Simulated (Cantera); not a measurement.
**Low-pressure radical oxidation in H2/O2**

An isothermal, constant-pressure homogeneous reactor starts with 3.10 % H2, 96.9 % O2, at 1048 K and 290 Pa.

Model: the H2/O2 subset of GRI-Mech 3.0, which has no nitrogen chemistry, integrated in Cantera. Radical loss at walls, strong at low pressure, is not modelled.

| t (s) | x H2 | x O2 | x O | x OH | x H2O2 |
|---|---|---|---|---|---|
| 0.000900 | 0.0310 | 0.969 | 1.27e-10 | 9.73e-11 | <1e-12 |
| 0.00247 | 0.0310 | 0.969 | 8.45e-10 | 5.15e-10 | <1e-12 |
| 0.00678 | 0.0310 | 0.969 | 1.61e-8 | 8.78e-9 | <1e-12 |
| 0.0186 | 0.0310 | 0.969 | 2.08e-5 | 1.12e-5 | 1.68e-11 |
| 0.0511 | 0.000665 | 0.946 | 0.0193 | 0.00164 | 1.76e-8 |
| 0.140 | 0.000316 | 0.948 | 0.0182 | 0.00121 | 1.12e-8 |
| 0.385 | 0.000224 | 0.955 | 0.0125 | 0.00102 | 1.18e-8 |
| 1.06 | 0.000100 | 0.962 | 0.00547 | 0.000680 | 1.25e-8 |
| 2.90 | 2.44e-5 | 0.967 | 0.00132 | 0.000336 | 1.15e-8 |
| 7.96 | 4.02e-6 | 0.968 | 0.000220 | 0.000137 | 8.01e-9 |
| 21.9 | 6.38e-7 | 0.968 | 3.52e-5 | 5.50e-5 | 4.01e-9 |
| 60.0 | 1.18e-7 | 0.968 | 6.58e-6 | 2.38e-5 | 1.61e-9 |
x: mole fraction; the columns are a selection and need not sum to one.

Equilibrium at this temperature and pressure: H2 2.05e-10, O2 0.969, O 1.16e-8, OH 1.00e-6, H2O2 8.45e-12 (gas phase only).
